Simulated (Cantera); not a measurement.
A closed system holds: 1 mol CaO, 19 mol HF, 7 mol H2, 1.4 mol NF3, at 1502 °C and 110 Pa.

Method: chemical equilibrium by Gibbs-energy minimisation in Cantera with the NASA 1993 tables (ideal gas, pure condensed phases). Candidate condensed phases: Ca, CaF2, CaO, Ca(OH)2, H2O; 47 gas species. Rates play no part.

**Question.** What is the equilibrium state?

**Answer.** 
```json
{
 "x(HF)": "0.735",
 "x(H2)": "0.168",
 "x(H2O)": "0.0346",
 "x(CaF2)": "0.0346",
 "x(N2)": "0.0243",
 "x(H)": "0.00358",
 "x(CaF)": "6.81e-5",
 "x(OH)": "4.59e-5",
 "x(F)": "2.30e-6",
 "gas_amount": "28.85 mol",
 "log10 activity of CaF2(l) (absent)": "-0.82",
 "log10 activity of Ca(l) (absent)": "-9.37"
}
```
